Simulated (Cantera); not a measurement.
Feed: 1 mol SiH2Cl2, 92 mol N2, 0.59 mol H2, at 1750 K and 0.825 Torr.

Equilibrium computed with Cantera from the NASA thermochemical tables; the gas is ideal and each condensed phase is pure. Candidate condensed phases: NH4Cl, Si, Si3N4; 28 gas species. The tables' values for SiCl, SiN are old estimates; treat these amounts as uncertain. The numbers say what is thermodynamically allowed, not how fast it happens.

Problem. What is the equilibrium state?

Solution. 
| Property | Value |
|---|---|
| x(N2) | 0.971 |
| x(H2) | 0.0136 |
| x(SiCl2) | 0.00751 |
| x(HCl) | 0.00554 |
| x(Si) | 0.00136 |
| x(H) | 0.000817 |
| x(Cl) | 0.000257 |
| x(SiCl) | 0.000253 |
| x(Si2N) | 3.91e-5 |
| n(Si(l)) | 0.122 mol |
| gas amount | 94.79 mol |
